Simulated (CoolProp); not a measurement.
Vapour-liquid equilibrium of n-pentane (1) + benzene (2) at 0.177 MPa; x and y are mole fractions of (1).

The numbers come from the multi-fluid Helmholtz-energy mixture model, Thol 2019 and Thol 2012; pair parameters Bell 2016 in CoolProp.

```tsv
x	bubble temperature (K)	y at the bubble point	dew temperature at overall composition x (K)	liquid density (mol/L)
0.05	365.7	(withheld)	370.9	10.07
0.125	358.0	0.403	368.5	9.956
0.2	352.3	0.531	365.9	9.817
0.275	347.8	0.620	(withheld)	9.665
0.35	344.3	0.686	360.2	9.506
0.425	341.4	0.738	357.1	9.346
0.5	338.9	0.782	353.7	(withheld)
0.575	336.6	0.820	350.1	9.027
0.65	334.6	0.855	346.3	8.872
0.725	332.8	0.887	342.2	8.720
0.8	331.0	(withheld)	337.8	(withheld)
0.875	329.3	0.949	333.4	8.430
0.95	327.7	0.979	329.2	8.291
```

Question: Complete the blanks.

Answer: 
- 0.05, y at the bubble point: 0.203
- 0.275, dew temperature at overall composition x (K): 363.1
- 0.5, liquid density (mol/L): 9.186
- 0.8, y at the bubble point: 0.918
- 0.8, liquid density (mol/L): 8.573

No azeotrope shows between x = 0.05 and 0.95.

Pair parameters are fitted to limited data, so mixtures are less certain than the pure fluids.
